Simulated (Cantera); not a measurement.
Stirred combustor or abatement burner

A perfectly stirred reactor is fed with CH₃OH : O₂ : N₂ = 1 : 1.95 : 9.16 (molar parts), equivalence ratio 0.77, at 6530 Torr; it is adiabatic with a 325 K inlet, and is followed from long to short residence time, starting on the burning branch (τ in s: 0.11, 0.04, 0.015, 0.0053, 0.0019, 0.0007, 0.00025, 9.2e-05, 3.3e-05, 1.2e-05, 4.4e-06).

Cantera simulation using GRI-Mech 3.0 (53 species, 325 reactions); the numbers are that mechanism's predictions, not measurements. GRI-Mech 3.0 was tuned for natural gas; its chemistry of methanol as a main component is partial and can be far from experiment.

```csv
τ (s),T (K),x CH₃OH,x O₂,x HO₂,x NO₂,x NO
0.11,1815,1.32e-6,0.0356,1.24e-6,8.07e-8,1.97e-5
0.040,1813,2.97e-6,0.0357,2.00e-6,6.79e-8,1.30e-5
0.015,1811,6.23e-6,0.0358,3.58e-6,6.98e-8,1.06e-5
0.0053,1805,1.33e-5,0.0360,7.13e-6,7.43e-8,9.48e-6
0.0019,1795,2.76e-5,0.0366,1.45e-5,6.95e-8,8.28e-6
0.00070,1775,5.73e-5,0.0377,2.97e-5,5.38e-8,6.41e-6
0.00025,1732,0.000136,0.0405,6.77e-5,3.52e-8,3.92e-6
9.2e-5,325,0.0826,0.161,<1e-12,<1e-12,<1e-12
3.3e-5,325,0.0826,0.161,<1e-12,<1e-12,<1e-12
1.2e-5,325,0.0826,0.161,<1e-12,<1e-12,<1e-12
4.4e-6,325,0.0826,0.161,<1e-12,<1e-12,<1e-12
```
x: mole fraction; the columns are a selection and need not sum to one.
